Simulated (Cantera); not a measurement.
An isothermal, constant-pressure homogeneous reactor starts with 33.3 % CH4, 26.7 % CO2, 40.0 % H2, at 1625 K and 0.390 bar.

Detailed kinetics in Cantera: GRI-Mech 3.0 (53 species, 325 reactions).

One state of this run: x CH4 = 0.0286; x CO2 = 0.0203; x H2 = 0.498; x HCO = 6.98e-9; x CH2CO = 2.24e-5. x: mole fraction; the columns are a selection and need not sum to one.

Problem. Which value of t (s) does it belong to?
(A) 0.238
(B) 0.0161
(C) 0.000284
(D) 0.916

Solution. D, 0.916
